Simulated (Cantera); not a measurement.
Source: NASA polynomial tables (part measured, part estimated), evaluated in Cantera. Values are per mole of reaction as written; species without (g) are pure solids or liquids, kept so even where they would boil at 1 bar. The tables' values for BOCl are old estimates.

### Question
Between 750 and 1275 K, where is each reaction favourable under standard conditions?
- B₂O₂(g) + 2 N(g) → 2 B + 2 NO(g)
- 2 O₃(g) + 2 BN → B₂O₂(g) + 2 NO₂(g)
- Cl₂(g) + 2 BN + O₂(g) → 2 BOCl(g) + N₂(g)

### Answer
- B₂O₂(g) + 2 N(g) → 2 B + 2 NO(g): ΔG° is -217 kJ at 750 K and -150 kJ at 1275 K; it stays negative (K > 1). ΔH° is -312 kJ and ΔS° -127 J/K at 1275 K.
- 2 O₃(g) + 2 BN → B₂O₂(g) + 2 NO₂(g): ΔG° is -332 kJ at 750 K and -442 kJ at 1275 K; it stays negative (K > 1). ΔH° is -179 kJ and ΔS° 206 J/K at 1275 K.
- Cl₂(g) + 2 BN + O₂(g) → 2 BOCl(g) + N₂(g): ΔG° is -289 kJ at 750 K and -399 kJ at 1275 K; it stays negative (K > 1). ΔH° is -136 kJ and ΔS° 206 J/K at 1275 K.
